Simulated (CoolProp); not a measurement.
Vapour-liquid equilibrium of CHF3 (R23) (1) + R152A (2) at -14.35 °C; x and y are mole fractions of (1).

Computed with CoolProp (multi-fluid Helmholtz-energy mixture model, Penoncello 2003 and Outcalt 1996; pair parameters Bell 2016).

Q: Give the bubble pressure and the first vapour's composition at x = 0.05, 0.15, 0.65. Is there an azeotrope?

A: x = 0.05: 0.2106 MPa, y = 0.296; x = 0.15: 0.3327 MPa, y = 0.585; x = 0.65: 1.049 MPa, y = 0.931. No azeotrope shows between x = 0.05 and 0.95.

Pair parameters are fitted to limited data, so mixtures are less certain than the pure fluids.
